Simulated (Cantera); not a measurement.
Feed: 1 mol CS₂, 0.33 mol H₂O, held at 898 K and 7.50 Torr.

Method: chemical equilibrium by Gibbs-energy minimisation in Cantera with the NASA 1993 tables (ideal gas, pure condensed phases). Candidate condensed phases: C, C₆H₆, C₇H₈, C₈H₁₈, H₂O, H₂SO₄, S; 123 gas species. Gases not in the tables: S₃ to S₇. The numbers say what is thermodynamically allowed, not how fast it happens.

Base state: CS₂ 0.463, H₂S 0.211, CO 0.155, S₂ 0.0854, COS 0.0670, H₂ 0.0156, CO₂ 0.00232, H₂O 0.000100 (mole fractions); condensed: gas only.

Problem. What changes in the equilibrium state with this change: CS₂ replaced by H₂S?

Solution. 
```csv
species,before,after
H₂S,0.211,0.651
H₂O,0.000100,0.239
H₂,0.0156,0.0735
CS₂,0.463,0
CO,0.155,0
COS,0.0670,0
S₂,0.0854,0.0367
CO₂,0.00232,0
SO₂,<1e-9,2.96e-5
```
